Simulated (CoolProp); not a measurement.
Model: reference Helmholtz-energy equation of state, Lemmon 2006, in CoolProp. It is a short technical equation, of lower accuracy than the large ones.

Q: For nitrous oxide, give the phase and the Z, cp (kJ/(kg K)), cv (kJ/(kg K)), fugacity coefficient at 340.2 K and 10.3 MPa.

A: 
- 340.2 K and 10.3 MPa: supercritical; Z 0.516, cp 3.30, cv 0.946, fugacity coefficient 0.662
